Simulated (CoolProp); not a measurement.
Values from CoolProp's reference Helmholtz-energy equation of state, Lemmon 2006. It is a short technical equation, of lower accuracy than the large ones.

Question: Give the vapour pressure (MPa), liquid density (kg/m³), vapour density (kg/m³), liquid cp (kJ/(kg K)) of saturated nitrous oxide at -58.25, -22.25 °C.

Answer: 
```tsv
T (°C)	p (MPa)	liquid density (kg/m³)	vapour density (kg/m³)	liquid cp (kJ/(kg K))
-58.25	0.463	1140	12.4	1.77
-22.25	1.68	1010	43.6	1.96
```
